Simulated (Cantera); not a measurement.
Input: 1 mol SO2, 1.2 mol H2O, equilibrated at 2223 K and 23.0 bar.

Cantera equilibrium calculation (NASA polynomials, part measured and part estimated; ideal gas, pure solids and liquids). Candidate condensed phases: H2O, H2SO4, S; 19 gas species. Equilibrium is a limit: real reactors are often held back by kinetics, nucleation or transport.

Base state: H2O 0.540, SO2 0.451, H2 0.00329, O2 0.00202, SO 0.00191, OH 0.00181, SO3 0.000312, H 7.66e-5 (mole fractions); condensed: gas only.

What changes in the equilibrium state with this change: pressure from 23.0 bar to 1 atm?


```csv
species,before,after
H2O,0.540,0.529
SO2,0.451,0.445
H2,0.00329,0.00900
O,2.93e-5,0.000238
H,7.66e-5,0.000604
S,2.36e-6,1.81e-5
O2,0.00202,0.00589
```

What changes in the equilibrium state with this change: H2O from 1.2 to 0.22 mol?


```csv
species,before,after
SO2,0.451,0.814
H2O,0.540,0.178
SO,0.00191,0.00359
H2,0.00329,0.00113
OH,0.00181,0.00102
SO3,0.000312,0.000541
H,7.66e-5,4.49e-5
```

What changes in the equilibrium state with this change: pressure from 23.0 bar to 0.0133 bar?


```
species   before     after
-------  -------  --------
H2O        0.540     0.472
SO2        0.451     0.413
H2       0.00329    0.0348
H        7.66e-5    0.0103
O2       0.00202    0.0238
OH       0.00181    0.0203
SO       0.00191    0.0212
O        2.93e-5   0.00418
S        2.36e-6  0.000315
```
